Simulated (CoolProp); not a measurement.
Vapour-liquid equilibrium of isohexane (1) + benzene (2) at 310.7 K; x and y are mole fractions of (1).

The numbers come from the multi-fluid Helmholtz-energy mixture model, Lemmon 2006 and Thol 2012; pair parameters Bell 2016 in CoolProp.

**Question.** Give the bubble pressure and the first vapour's composition at x = 0.15, 0.25, 0.35. Is there an azeotrope?

**Answer.** x = 0.15: 0.03023 MPa, y = 0.365; x = 0.25: 0.03364 MPa, y = 0.478; x = 0.35: 0.03621 MPa, y = 0.560. No azeotrope shows between x = 0.05 and 0.95.

Pair parameters are fitted to limited data, so mixtures are less certain than the pure fluids.
